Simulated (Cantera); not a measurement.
A perfectly stirred reactor is fed with 30.9 % H2, 11.9 % O2, 44.8 % N2, 12.4 % H2O, at 3680 Torr; it is adiabatic with a 375 K inlet, and is followed from long to short residence time, starting on the burning branch (τ in s: 0.077, 0.029, 0.011, 0.004, 0.0015, 0.00057, 0.00021, 7.9e-05, 3e-05, 1.1e-05, 4.2e-06).

Detailed kinetics in Cantera: the H2/O2 subset of GRI-Mech 3.0, which has no nitrogen chemistry. The hydrogen kinetics of GRI-Mech 3.0 are dated; newer H2 mechanisms differ, most at raised pressure.

Q: Predict: blow-out, bracketed by the residence times tried; x(H2) at τ = 77.0 ms; x(O2) at τ = 77.0 ms; x(H2O) at τ = 77.0 ms; x(H) at τ = 77.0 ms; x(OH) at τ = 77.0 ms; x(H2) at τ = 0.570 ms; x(O2) at τ = 0.570 ms; x(H2O) at τ = 0.570 ms; x(H) at τ = 0.570 ms; x(OH) at τ = 0.570 ms.

A: 
```json
{
 "blow_out_bracketed_by_the_residence_times_tried": "burning at 4.20 µs, the shortest tried",
 "x(H2) at τ = 77.0 ms": "0.0806",
 "x(O2) at τ = 77.0 ms": "3.61e-5",
 "x(H2O) at τ = 77.0 ms": "0.410",
 "x(H) at τ = 77.0 ms": "0.000677",
 "x(OH) at τ = 77.0 ms": "0.000418",
 "x(H2) at τ = 0.570 ms": "0.0811",
 "x(O2) at τ = 0.570 ms": "0.000895",
 "x(H2O) at τ = 0.570 ms": "0.404",
 "x(H) at τ = 0.570 ms": "0.00510",
 "x(OH) at τ = 0.570 ms": "0.00284"
}
```
